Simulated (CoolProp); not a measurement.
Model: reference Helmholtz-energy equation of state, Wagner 2002, in CoolProp.

**Question.** For water, give the phase and the cp (kJ/(kg K)), conductivity (mW/(m K)), Prandtl number at 738.8 K and 0.397 MPa.

**Answer.** 
- 738.8 K and 0.397 MPa: gas; cp 2.12, conductivity 62.7, Prandtl number 0.921

Viscosity comes from a separate model (Huber 2009). Thermal conductivity comes from a separate model (Huber 2012).
